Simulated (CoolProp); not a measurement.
Tetrahydrofuran at several states: density (kg/m³) from the reference equation and from simpler models built on Tc = 540.2 K, pc = 5.304 MPa, ω = 0.234; each cubic takes its own stable root.

Computed with CoolProp (reference Helmholtz-energy equation of state, Fiedler 2023).

```
T (K)  p (MPa)   phase  reference
-----  -------  ------  ---------
205.6    0.053  liquid      980.7
331.7     6.18  liquid      850.9
268.5    0.152  liquid      914.2
217.8     12.8  liquid      974.4
189.8      6.5  liquid       1000
```

Task: How far does each simpler model (van der Waals, Redlich-Kwong, Soave-Redlich-Kwong) lie from the reference over these 5 states: mean and median of the absolute difference, and the worst?

Result: 
- van der Waals: mean 38.7 %, median 38.8 %, worst -39.5 % at 205.6 K and 0.053 MPa
- Redlich-Kwong: mean 9.5 %, median 9.5 %, worst -10.2 % at 189.8 K and 6.5 MPa
- Soave-Redlich-Kwong: mean 8.3 %, median 8.7 %, worst -9.6 % at 189.8 K and 6.5 MPa
